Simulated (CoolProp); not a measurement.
Vapour-liquid equilibrium of propylene (1) + dimethyl ether (2) at 336.9 K; x and y are mole fractions of (1).

Model: multi-fluid Helmholtz-energy mixture model, Lemmon 2013 and Wu 2011; pair parameters Bell 2016, in CoolProp.

Give the bubble pressure and the first vapour's composition at x = 0.15, 0.25, 0.75. Is there an azeotrope?

x = 0.15: 1783 kPa, y = 0.219; x = 0.25: 1914 kPa, y = 0.340; x = 0.75: 2488 kPa, y = 0.798. No azeotrope shows between x = 0.05 and 0.95.

Pair parameters are fitted to limited data, so mixtures are less certain than the pure fluids.
